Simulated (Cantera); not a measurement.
Mixture: CH₄ : O₂ : N₂ = 1 : 1.54 : 5.78 (molar parts), equivalence ratio 1.3, at 4.93 atm, adiabatic and at constant volume. Ignition delay is the time to a rise of 400 K.

Cantera simulation using GRI-Mech 3.0 (53 species, 325 reactions); the numbers are that mechanism's predictions, not measurements.

Q: What does this change do: pressure from 4.93 atm to 0.987 atm?

A: 
| quantity | before | after |
|---|---|---|
| delay at 1075 K | 61.7 ms | 0.343 s |
| delay at 1150 K | 21.2 ms | 0.105 s |
| delay at 1225 K | 7.86 ms | 35.1 ms |
| delay at 1300 K | 3.12 ms | 12.7 ms |
| delay at 1375 K | 1.31 ms | 4.96 ms |
| delay at 1450 K | 0.583 ms | 2.09 ms |
| apparent activation energy between 1300 and 1450 K | 180 kJ/mol | 190 kJ/mol |

Q: What does this change do: CH4 1 to 2.2 parts?

A: 
| quantity | before | after |
|---|---|---|
| delay at 1075 K | 61.7 ms | 98.4 ms |
| delay at 1150 K | 21.2 ms | 33.3 ms |
| delay at 1225 K | 7.86 ms | 12.2 ms |
| delay at 1300 K | 3.12 ms | 4.81 ms |
| delay at 1375 K | 1.31 ms | 2.00 ms |
| delay at 1450 K | 0.583 ms | 0.870 ms |
| apparent activation energy between 1300 and 1450 K | 180 kJ/mol | 180 kJ/mol |
